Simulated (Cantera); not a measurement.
A Cantera script and what it prints.

```python
import numpy as np
import cantera as ct

gas_names = [...]  # 47 gases of nasa_gas.yaml made of Cl, H, N, O, Si
cond_names = """
    H2O(s) H2O(L) NH4CL(a) NH4CL(b) Si(cr) Si(L) SiO2(Lqz) SiO2(hqz) SiO2(L) Si2N2O(s) Si3N4(a)
""".split()


# ... load() reads the species with a 1 bar reference pressure and builds the phases ...
atoms = {
    'SiH2Cl2': {'Si': 1, 'H': 2, 'CL': 2},
    'O3': {'O': 3},
    'N2': {'N': 2},
}
top_T = {'Si2N2O(s)': 2100, 'Si3N4(a)': 2400}  # K; cautious upper limits of use, not melting points


# ... equilibrate(T, P, feed) seeds the gas with the atoms and calls Mixture.equilibrate('TP', solver="vcs", rtol=1e-11, max_steps=5000) ...
results = []
T = 975  # K
P = 710  # Pa
for m in [2.4, 3.2, 4.2, 5.4, 7.1, 9.4, 12, 16, 21, 28, 36, 47]:
    feed = {'SiH2Cl2': 1, 'O3': 0.25, 'N2': m}  # mol
    mix = equilibrate(T, P, feed)
    results.append((T, P, feed, dict(zip(mix.species_names, mix.species_moles))))

top = {s: max(r[3][s] / sum(r[3][g] for g in gas_names) for r in results) for s in gas_names}
cols = sorted((s for s in top if top[s] > 1e-06), key=lambda s: -top[s])[:7]
seen = [c for c in cond_names if any(r[3].get(c, 0) > 1e-12 for r in results)]
print("log10 of partial pressures in bar; condensed amounts in mol")
print(f"{'n(N2)':>10s}" + "".join(f"{s[:9]:>10s}" for s in cols + seen))
for T, P, feed, n in results:
    ng = sum(n[g] for g in gas_names)
    print(f"{feed['N2']:10.4g}" + "".join(f"{np.log10(max(n[s] / ng * P / 1e5, 1e-99)):10.3f}" for s in cols)
          + "".join(f"{n.get(c, 0):10.4g}" for c in seen))
```

Output:

```
log10 of partial pressures in bar; condensed amounts in mol
     n(N2)        N2       HCL        H2     SiCL4     SiCL3    SiHCL3 SiO2(hqz) Si2N2O(s)
       2.4    -2.445    -2.477    -3.913    -4.215    -7.839    -7.893     0.178    0.3939
       3.2    -2.380    -2.555    -4.031    -4.332    -7.938    -8.051    0.1771    0.3958
       4.2    -2.330    -2.635    -4.149    -4.450    -8.035    -8.207    0.1763    0.3974
       5.4    -2.293    -2.715    -4.264    -4.565    -8.128    -8.357    0.1756    0.3988
       7.1    -2.261    -2.808    -4.395    -4.696    -8.231    -8.526    0.1749    0.4003
       9.4    -2.235    -2.908    -4.535    -4.836    -8.340    -8.705    0.1742    0.4016
        12    -2.217    -2.999    -4.660    -4.961    -8.437    -8.864    0.1736    0.4027
        16    -2.201    -3.110    -4.811    -5.112    -8.553    -9.056     0.173    0.4039
        21    -2.189    -3.217    -4.956    -5.258    -8.665    -9.240    0.1725    0.4049
        28    -2.179    -3.333    -5.113    -5.414    -8.784    -9.438     0.172     0.406
        36    -2.172    -3.436    -5.252    -5.553    -8.889    -9.612    0.1716    0.4068
        47    -2.167    -3.546    -5.400    -5.701    -9.001    -9.798    0.1712    0.4076
```

These are equilibrium values from Cantera (NASA tables, ideal gas, pure condensed phases), not measurements of a reactor. N2 is the only nitrogen source here; it is nearly inert below about 1500 K, so the nitride shown seldom forms there in practice.
